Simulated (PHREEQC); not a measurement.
1.4 g of hydrous ferric oxide (600 m²/g; 0.2 weak and 0.005 strong sites per Fe, Dzombak-Morel constants, diffuse double layer) in 1 kg of water with 0.3 mol/kgw of an inert sodium salt and 9.9e-06 mol SrCl2 and 0.00026 mol CaCl2, at 25 °C; the pH is set by adding NaOH or the inert anion's acid. O2 is buffered at 0.21 atm. No CO2 enters from the air. Nothing may precipitate in this run.

The numbers come from PHREEQC with the ion-association model, wateq4f.dat.

Task: Predict Sr sorbed (%), Ca sorbed (%) at pH = 3, 6.38, 7.5, 7.88, 8.25.

Result: 
```csv
pH,Sr sorbed (%),Ca sorbed (%)
3,0.0,0.0
6.38,0.6,0.6
7.5,11.9,11.6
7.88,20.8,21.7
8.25,30.2,35.4
```

The oxide is taken as insoluble; below pH 4 it would dissolve.
